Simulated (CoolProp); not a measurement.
The fluid at 298.15 K and 0.665 MPa flows at 2.9 m/s in a round tube of 10 mm bore and 15 µm roughness, fully developed (64/Re and Nu = 3.66 if laminar; Colebrook and Gnielinski if turbulent). The same conditions are run with several fluids, on thermodynamics alone (safety and materials aside).

Values from CoolProp's reference Helmholtz-energy equation of state of each fluid (propylene: Lemmon 2013; normal hydrogen: Leachman 2009; dry air: Lemmon 2000; CF4 (R14): Platzer 1990; methane: Setzmann 1991). The equations of Platzer and Polt are older, rougher fits. Blends and air are pseudo-pure fits.

| fluid | Reynolds number | Darcy friction factor | pressure drop (Pa/m) | heat-transfer coefficient (W/(m² K)) | mass flow (kg/h) |
|---|---|---|---|---|---|
| propylene | 42300 | 0.0258 | ? | ? | 10.3 |
| normal hydrogen | ? | ? | 8.26 | ? | 0.442 |
| dry air | 12200 | ? | 104 | 99.7 | 6.38 |
| CF4 (R14) | ? | 0.0260 | 265 | 179 | 19.8 |
| methane | ? | 0.0323 | 59.1 | 123 | 3.57 |

Question: Complete the blanks.

Answer: 
- propylene, pressure drop (Pa/m): 137
- propylene, heat-transfer coefficient (W/(m² K)): 214
- normal hydrogen, Reynolds number: 1750
- normal hydrogen, Darcy friction factor: 0.0365
- normal hydrogen, heat-transfer coefficient (W/(m² K)): 68.3
- dry air, Darcy friction factor: 0.0317
- CF4 (R14), Reynolds number: 40000
- methane, Reynolds number: 11200

Transport values come from each fluid's own correlations; those of propylene, CF4 (R14) are estimates that may be off by 10 % or more.
